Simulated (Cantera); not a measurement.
A Cantera script and what it prints.

```python
import numpy as np
import cantera as ct

gas_names = [...]  # 110 gases of nasa_gas.yaml made of C, H, O
cond_names = """
    C(gr) C6H6(L) C7H8(L) C8H18(L),n-octa H2O(s) H2O(L)
""".split()


# ... load() reads the species with a 1 bar reference pressure and builds the phases ...
atoms = {
    'C6H6': {'C': 6, 'H': 6},
    'H2O': {'H': 2, 'O': 1},
    'H2': {'H': 2},
}
top_T = {'C(gr)': 4500}  # K; cautious upper limits of use, not melting points


# ... equilibrate(T, P, feed) seeds the gas with the atoms and calls Mixture.equilibrate('TP', solver="vcs", rtol=1e-11, max_steps=5000) ...
results = []
feed = {'C6H6': 1, 'H2O': 0.76, 'H2': 3}  # mol
P = 13332.2  # Pa
for T in [975, 1000, 1025, 1050, 1075, 1100, 1125, 1150, 1175]:
    mix = equilibrate(T, P, feed)
    results.append((T, P, feed, dict(zip(mix.species_names, mix.species_moles))))
    x = sorted(zip(gas.X, gas.species_names), reverse=True)
    print(f"T = {T:g} K  P = {P:g} Pa  gas = {mix.phase_moles(0):.4g} mol")
    print("   x: " + "  ".join(f"{s} {v:.3e}" for v, s in x if v > 0.001))
    print("   condensed (mol): " + ("  ".join(f"{mix.phase(i).name} {mix.phase_moles(i):.4g}"
          for i in range(1, mix.n_phases) if mix.phase_moles(i) > 1e-12) or "none"))
```

Output:

```
T = 975 K  P = 13332.2 Pa  gas = 7.366 mol
   x: H2 8.848e-01  CO 9.423e-02  CH4 1.312e-02  H2O 6.680e-03  CO2 1.137e-03
   condensed (mol): C(gr) 5.201
T = 1000 K  P = 13332.2 Pa  gas = 7.407 mol
   x: H2 8.881e-01  CO 9.667e-02  CH4 1.004e-02  H2O 4.524e-03
   condensed (mol): C(gr) 5.204
T = 1025 K  P = 13332.2 Pa  gas = 7.436 mol
   x: H2 8.905e-01  CO 9.823e-02  CH4 7.770e-03  H2O 3.094e-03
   condensed (mol): C(gr) 5.209
T = 1050 K  P = 13332.2 Pa  gas = 7.457 mol
   x: H2 8.923e-01  CO 9.922e-02  CH4 6.077e-03  H2O 2.142e-03
   condensed (mol): C(gr) 5.213
T = 1075 K  P = 13332.2 Pa  gas = 7.472 mol
   x: H2 8.937e-01  CO 9.985e-02  CH4 4.802e-03  H2O 1.503e-03
   condensed (mol): C(gr) 5.217
T = 1100 K  P = 13332.2 Pa  gas = 7.482 mol
   x: H2 8.947e-01  CO 1.003e-01  CH4 3.831e-03  H2O 1.070e-03
   condensed (mol): C(gr) 5.22
T = 1125 K  P = 13332.2 Pa  gas = 7.491 mol
   x: H2 8.955e-01  CO 1.005e-01  CH4 3.085e-03
   condensed (mol): C(gr) 5.223
T = 1150 K  P = 13332.2 Pa  gas = 7.497 mol
   x: H2 8.962e-01  CO 1.007e-01  CH4 2.506e-03
   condensed (mol): C(gr) 5.226
T = 1175 K  P = 13332.2 Pa  gas = 7.501 mol
   x: H2 8.967e-01  CO 1.008e-01  CH4 2.053e-03
   condensed (mol): C(gr) 5.228
```

Cantera equilibrium calculation (NASA polynomials, part measured and part estimated; ideal gas, pure solids and liquids).
